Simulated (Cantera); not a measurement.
Charge: 1 mol SiH4, 0.93 mol NO, 0.48 mol H2O, at 1850 K and 1400 Pa.

These are equilibrium values from Cantera (NASA tables, ideal gas, pure condensed phases), not measurements of a reactor. Candidate condensed phases: H2O, Si, SiO2, Si2N2O, Si3N4; 35 gas species. The tables hold silica as quartz up to 1696 K and as liquid above; real silica turns to tridymite and cristobalite and melts near 1996 K. Kinetics and transport are ignored.

Base state: H2 0.695, SiO 0.168, N2 0.131, H 0.00380, H2O 0.00167 (mole fractions); condensed: SiO2(condensed).

**Question.** What changes in the equilibrium state with this change: SiH4 replaced by SiF4?

**Answer.** 
```
species                before     after
--------------------  -------  --------
HF                          0     0.356
SiF4                        0     0.288
N2                      0.131     0.175
H2                      0.695   4.90e-6
O2                      <1e-9     0.174
SiO                     0.168   6.94e-7
NO                    7.52e-9   0.00210
O                     2.81e-9  0.000680
SiF3                        0  0.000211
F                           0  0.000156
OH                    6.75e-7  0.000434
SiO2(condensed), mol    0.404     0.236
```
The tables' values for SiF3 are old estimates; treat these amounts as uncertain.
